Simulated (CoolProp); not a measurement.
Saturation properties of propylene (Tc = 364.2 K, pc = 45.55 bar, ω = 0.146).

The numbers come from the reference Helmholtz-energy equation of state, Lemmon 2013 in CoolProp.

```tsv
T (K)	p (bar)	liquid cp (kJ/(kg K))	vapour viscosity (µPa s)
186.9	0.1147	2.088	5.29
193.2	0.1752	2.099	5.46
199.5	0.2596	2.112	5.64
205.8	0.3743	2.128	5.81
212.1	0.5264	2.145	5.98
218.4	0.7239	2.165	6.16
224.7	0.9755	2.186	6.33
231	1.291	2.210	6.51
237.3	1.680	2.237	6.68
243.7	2.161	2.266	6.87
250	2.732	2.298	7.05
256.3	3.409	2.332	7.25
262.6	4.206	2.370	7.45
```

It boils at 225.5 K under 1 atm.

Viscosity comes from a separate model (Huber 2003), an estimate that may be off by 10 % or more.
